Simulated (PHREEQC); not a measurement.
Solution (20 °C): 190 mmol/kgw NH3. Closed to the air; pH follows from the charge balance.

Equilibrium calculation in PHREEQC: ion-association model, phreeqc.dat.

Each row changes one thing in this solution. No solid was allowed to form.

| case | pH | ionic strength (mol/kgw) | NH4+ (mol/kgw) |
|---|---|---|---|
| as made | 11.42 | 0.00189 | 0.00189 |
| NH3 from 0.19 to 1.9 mol/kgw | … | 0.00611 | 0.00611 |
| NH3 replaced by NH4HF2 at the same molality | … | 0.191 | 0.190 |
| NH3 from 0.19 to 0.95 mol/kgw | … | 0.00430 | 0.00430 |

What belongs in the gaps?


- NH3 from 0.19 to 1.9 mol/kgw, pH: 11.93
- NH3 replaced by NH4HF2 at the same molality, pH: 2.98
- NH3 from 0.19 to 0.95 mol/kgw, pH: 11.77
